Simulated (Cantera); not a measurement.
**Equilibrium for iron carbonyl, mercury and lead vapours: PbO + H2 + N2**

Charge: 1 mol PbO, 1 mol H2, 0.15 mol N2, held at 1.00 bar.

These are equilibrium values from Cantera (NASA tables, ideal gas, pure condensed phases), not measurements of a reactor. Candidate condensed phases: H2O, Pb, PbO, PbO2, Pb3O4; 27 gas species. Mutual solubility and eutectic melting of coexisting phases are not modelled. Equilibrium is a limit: real reactors are often held back by kinetics, nucleation or transport.

```csv
T (°C),x H2O,x N2,x H2,x Pb,x PbO,x OH,n Pb(l),n PbO(yellow)
450,0.870,0.130,3.62e-5,3.10e-9,<1e-12,<1e-12,1.000,0
475,0.870,0.130,4.17e-5,8.75e-9,3.71e-12,<1e-12,1.000,0
500,0.870,0.130,4.78e-5,2.31e-8,1.60e-11,<1e-12,1.000,0
525,0.870,0.130,5.43e-5,5.73e-8,6.30e-11,<1e-12,1.000,0
550,0.870,0.130,6.14e-5,1.34e-7,2.27e-10,<1e-12,1.000,0
575,0.869,0.130,6.91e-5,2.99e-7,7.58e-10,1.10e-12,1.000,0
600,0.869,0.130,7.73e-5,6.36e-7,2.36e-9,3.33e-12,1.000,0
625,0.869,0.130,8.61e-5,1.30e-6,6.87e-9,9.43e-12,1.000,0
650,0.869,0.130,9.54e-5,2.54e-6,1.89e-8,2.53e-11,1.000,0.000110
675,0.869,0.130,0.000105,4.79e-6,4.90e-8,6.43e-11,1.000,0.000121
700,0.869,0.130,0.000116,8.75e-6,1.21e-7,1.56e-10,1.000,0.000133
725,0.869,0.130,0.000127,1.55e-5,2.85e-7,3.61e-10,1.000,0.000146
750,0.869,0.130,0.000139,2.67e-5,6.43e-7,8.03e-10,1.000,0.000159
775,0.869,0.130,0.000151,4.47e-5,1.39e-6,1.72e-9,1.000,0.000172
```
x: gas mole fraction; n: condensed amount in mol.

From 450 °C to 625 °C the condensed part is Pb(l). From 650 °C to 775 °C the condensed part is Pb(l) + PbO(yellow).
